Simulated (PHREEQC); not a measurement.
Dissolve 0.034 mol TMAH and 0.0013 mol NaAlO2 per kg of water at 20 °C. It is in equilibrium with CO2 at log p = -3.5 (atm). Otherwise closed; pH follows from the charge balance.

Computed with PHREEQC (ion-association model, phreeqc.dat).

```
Quantity                  Result
----------------  --------------
pH                          9.56
ionic strength    0.0410 mol/kgw
total alkalinity     39.2 meq/kg
```

```
species   molality  activity   log γ
--------  --------  --------  ------
(CH3)4N+    0.0340    0.0282  -0.081
HCO3-       0.0223    0.0187  -0.075
CO3-2      0.00577   0.00288  -0.302
Al(OH)4-   0.00130   0.00108  -0.079
Na+        0.00124   0.00104  -0.077
NaCO3-     5.16e-5   4.30e-5  -0.079
OH-        3.02e-5   2.50e-5  -0.083
CO2        1.23e-5   1.24e-5   0.004
NaHCO3     1.11e-5   1.12e-5   0.004
Al(OH)3    1.66e-7   1.68e-7   0.004
```

This is a speciation only: nothing precipitates in the calculation. The solution is supersaturated, for example in Gibbsite (slow to form), so a real one may precipitate; this is no full list. Complexes and solids missing from the database can't appear. (CH3)4N+ isn't in the database: it is added as a free cation with an ion size of 4 Å.
